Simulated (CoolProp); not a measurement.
Computed with CoolProp (reference Helmholtz-energy equation of state, Colonna 2008). It is a short technical equation, of lower accuracy than the large ones.

Problem. Give the vapour pressure (MPa), liquid density (kg/m³), vapour density (kg/m³), enthalpy of vaporisation (kJ/kg) of saturated dodecamethylcyclohexasiloxane (D6) at 257.65, 271.75 °C.

Solution. 
```json
[
 {"T (°C)": "257.65", "p (MPa)": "0.133", "liquid density (kg/m³)": "686", "vapour density (kg/m³)": "15.3", "enthalpy of vaporisation (kJ/kg)": "95.0"},
 {"T (°C)": "271.75", "p (MPa)": "0.177", "liquid density (kg/m³)": "663", "vapour density (kg/m³)": "20.5", "enthalpy of vaporisation (kJ/kg)": "90.3"}
]
```
